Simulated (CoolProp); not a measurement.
Computed with CoolProp (reference Helmholtz-energy equation of state, Lemmon 2006). It is a short technical equation, of lower accuracy than the large ones.

Question: For isopentane, give the phase and the cv (kJ/(kg K)), expansivity (1/kK) at 133.65 °C and 5.63 bar; 133.65 °C and 33.8 bar.

Answer: 
- 133.65 °C and 5.63 bar: gas; cv 2.07, expansivity 3.38
- 133.65 °C and 33.8 bar: liquid; cv 2.16, expansivity 3.36
